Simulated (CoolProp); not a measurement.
A closed Brayton cycle with dry air: compressor inlet 310.15 K and 4.8 MPa, high pressure 12.6 MPa, turbine inlet 955 K, compressor efficiency 0.85, turbine efficiency 0.93, recuperator effectiveness 0 (on enthalpy, no pinch check). Each further row changes one setting.

Values from CoolProp's reference Helmholtz-energy equation of state, Lemmon 2000. It is a pseudo-pure fit of the blend.

```json
[
 {"case": "as stated", "thermal efficiency (%)": "(withheld)", "net work (kJ/kg)": "105", "compressor to turbine work": "0.53", "compressor exit (K)": "427.1", "turbine exit (K)": "758.6"},
 {"case": "turbine inlet 905 K", "thermal efficiency (%)": "17.8", "net work (kJ/kg)": "(withheld)", "compressor to turbine work": "(withheld)", "compressor exit (K)": "427.1", "turbine exit (K)": "717.2"},
 {"case": "compressor inlet 320.15 K", "thermal efficiency (%)": "17.8", "net work (kJ/kg)": "101", "compressor to turbine work": "0.55", "compressor exit (K)": "(withheld)", "turbine exit (K)": "758.6"},
 {"case": "high pressure 10.7 MPa", "thermal efficiency (%)": "15.5", "net work (kJ/kg)": "93.8", "compressor to turbine work": "(withheld)", "compressor exit (K)": "(withheld)", "turbine exit (K)": "(withheld)"},
 {"case": "recuperator effectiveness 0.5", "thermal efficiency (%)": "26.0", "net work (kJ/kg)": "105", "compressor to turbine work": "0.53", "compressor exit (K)": "427.1", "turbine exit (K)": "758.6"}
]
```

Q: Fill in the missing entries.

A: 
- as stated, thermal efficiency (%): 18.1
- turbine inlet 905 K, net work (kJ/kg): 93.6
- turbine inlet 905 K, compressor to turbine work: 0.56
- compressor inlet 320.15 K, compressor exit (K): 440.7
- high pressure 10.7 MPa, compressor to turbine work: 0.50
- high pressure 10.7 MPa, compressor exit (K): 405.0
- high pressure 10.7 MPa, turbine exit (K): 789.0
